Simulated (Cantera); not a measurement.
Input (Python, Cantera):

```python
import numpy as np
import cantera as ct

gas = ct.Solution("gri30.yaml")
gas.TPX = 1075, 880, {'N2O': 1, 'H2': 0.021, 'N2': 0.8}
reactor = ct.IdealGasConstPressureReactor(gas, energy="off", clone=False)
net = ct.ReactorNet([reactor])
net.rtol, net.atol = 1e-08, 1e-18
show = ['N2O', 'H2', 'OH', 'N2', 'NO2', 'NO', 'H2O']
times = np.geomspace(0.0003, 80, 9)

steps = ct.SolutionArray(gas, extra=["t"])
rows = []
print(f"{'t/s':>10s}{'T/K':>9s}{'P/Pa':>11s}" + "".join(f"{s:>11s}" for s in show))
for t in times:
    while net.time < t:
        t_next = net.step()
        steps.append(gas.state, t=t_next)
    rows.append([np.interp(t, steps.t, y) for y in (steps.T, steps.P, *steps(*show).X.T)])
    print(f"{t:10.3e}{rows[-1][0]:9.1f}{rows[-1][1]:11.4g}" + "".join(f"{x:11.3e}" for x in rows[-1][2:]))
rate = np.gradient(steps.T, steps.t)
print("integrator steps:", len(steps.t))
if steps.T.max() > steps.T[0] + 200:
    print(f"time of steepest temperature rise: {steps.t[rate.argmax()]:.4e} s")
gas.TPX = 1075, 880, {'N2O': 1, 'H2': 0.021, 'N2': 0.8}
gas.equilibrate("TP")
print(f"equilibrium (TP): T = {gas.T:.1f} K  " + "  ".join(f"{s} {gas[s].X[0]:.3e}" for s in show))
```

Output:

```
       t/s      T/K       P/Pa        N2O         H2         OH         N2        NO2         NO        H2O
 3.000e-04   1075.0        880  5.491e-01  1.153e-02  1.713e-09  4.393e-01  3.709e-20  2.764e-10  3.207e-10
 1.430e-03   1075.0        880  5.491e-01  1.153e-02  3.168e-08  4.393e-01  4.080e-17  5.009e-09  3.027e-08
 6.817e-03   1075.0        880  5.491e-01  1.153e-02  2.929e-07  4.393e-01  1.104e-13  6.146e-08  1.621e-06
 3.250e-02   1075.0        880  5.491e-01  1.149e-02  1.380e-06  4.394e-01  1.534e-10  7.158e-07  4.284e-05
 1.549e-01   1075.0        880  5.484e-01  1.077e-02  4.742e-06  4.401e-01  3.473e-08  8.185e-06  7.505e-04
 7.385e-01   1075.0        880  5.433e-01  5.919e-03  6.312e-06  4.450e-01  3.357e-07  3.695e-05  5.593e-03
 3.520e+00   1075.0        880  5.374e-01  7.980e-04  3.169e-06  4.506e-01  5.906e-06  7.761e-05  1.071e-02
 1.678e+01   1075.0        880  5.330e-01  9.338e-06  1.757e-06  4.536e-01  5.523e-05  1.949e-04  1.150e-02
 8.000e+01   1075.0        880  5.159e-01  2.804e-09  2.181e-06  4.637e-01  1.263e-04  8.544e-04  1.143e-02
integrator steps: 1376
equilibrium (TP): T = 1075.0 K  N2O 4.838e-10  H2 1.485e-10  OH 4.450e-07  N2 7.790e-01  NO2 2.103e-07  NO 6.765e-05  H2O 9.089e-03
```

Model: GRI-Mech 3.0 (53 species, 325 reactions), integrated in Cantera. GRI-Mech 3.0 was tuned for natural gas; its chemistry of N2O as a main component is partial and can be far from experiment. Radical loss at walls, strong at low pressure, is not modelled. The mechanism lacks the step 2 NO + O2 → 2 NO2, which can matter for NO2 below about 1400 K. The temperature is held fixed by assumption; the heat of reaction is taken as removed at once.
